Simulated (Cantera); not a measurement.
## Equilibrium for silicon carbide growth: SiH2Cl2 + C3H8 + H2

Feed: 1 mol SiH2Cl2, 0.036 mol C3H8, 22 mol H2, at 19000 Pa.

These are equilibrium values from Cantera (NASA tables, ideal gas, pure condensed phases), not measurements of a reactor. Candidate condensed phases: C, C6H6, C7H8, C8H18, Si, SiC; 109 gas species. Mutual solubility and eutectic melting of coexisting phases are not modelled. The tables' values for SiCl, SiCl3 are old estimates; treat these amounts as uncertain. Gases not in the tables: Si2H6 and higher silanes. The numbers say what is thermodynamically allowed, not how fast it happens.

From 1523 K to 1623 K the condensed part is Si(s) + SiC(s). From 1723 K to 2423 K the condensed part is Si(l) + SiC(s). From 2523 K to 2623 K nothing is condensed. The main Si-bearing gas is SiCl2 at 1523 K and Si at 2623 K.

| T (K) | x H2 | x H | x HCl | x Si | x SiCl2 | n Si(s) | n SiC(s) | n Si(l) |
|---|---|---|---|---|---|---|---|---|
| 1523 | 0.930 | 5.11e-5 | 0.0570 | 9.49e-8 | 0.0114 | 0.592 | 0.108 | 0 |
| 1623 | 0.930 | 0.000153 | 0.0569 | 8.23e-7 | 0.0122 | 0.585 | 0.108 | 0 |
| 1723 | 0.930 | 0.000403 | 0.0574 | 5.18e-6 | 0.0123 | 0 | 0.108 | 0.588 |
| 1823 | 0.928 | 0.000957 | 0.0594 | 2.33e-5 | 0.0114 | 0 | 0.108 | 0.610 |
| 1923 | 0.926 | 0.00208 | 0.0611 | 8.93e-5 | 0.0106 | 0 | 0.108 | 0.627 |
| 2023 | 0.923 | 0.00418 | 0.0623 | 0.000299 | 0.00982 | 0 | 0.108 | 0.635 |
| 2123 | 0.918 | 0.00788 | 0.0632 | 0.000895 | 0.00910 | 0 | 0.106 | 0.627 |
| 2223 | 0.909 | 0.0140 | 0.0636 | 0.00242 | 0.00839 | 0 | 0.102 | 0.586 |
| 2323 | 0.895 | 0.0236 | 0.0632 | 0.00600 | 0.00766 | 0 | 0.0889 | 0.474 |
| 2423 | 0.871 | 0.0380 | 0.0618 | 0.0138 | 0.00689 | 0 | 0.0484 | 0.215 |
| 2523 | 0.840 | 0.0584 | 0.0623 | 0.0222 | 0.00500 | 0 | 0 | 0 |
| 2623 | 0.808 | 0.0868 | 0.0636 | 0.0258 | 0.00288 | 0 | 0 | 0 |
x: gas mole fraction; n: condensed amount in mol.
